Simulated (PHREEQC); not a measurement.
Make-up at 25 °C: 0.04 mol/kgw LiBr, 6.9e-05 mol/kgw MnCl2 and 0.011 mol/kgw NaCl. Closed to the air; pH follows from the charge balance.

Equilibrium calculation in PHREEQC: ion-association model, wateq4f.dat.

Each row changes one thing in this solution. Precipitation was switched off in this run.

```csv
case,pH,MnCl+ (mol/kgw),MnOH+ (mol/kgw),MnCl2 (mol/kgw),SI of Pyrochroite (Mn(OH)2)
as made,6.97,1.45e-6,9.45e-9,4.65e-9,-5.75
LiBr from 0.04 to 0.004 mol/kgw,6.97,1.90e-6,1.15e-8,7.19e-9,-5.63
LiBr replaced by ZnBr2 at the same molality,5.35,1.07e-6,1.88e-10,2.78e-9,-9.10
MnCl2 from 6.9e-05 to 0.00069 mol/kgw,6.86,1.59e-5,7.25e-8,5.63e-8,-4.98
NaCl replaced by SrCl2 at the same molality,6.97,2.56e-6,8.57e-9,1.54e-8,-5.81
```
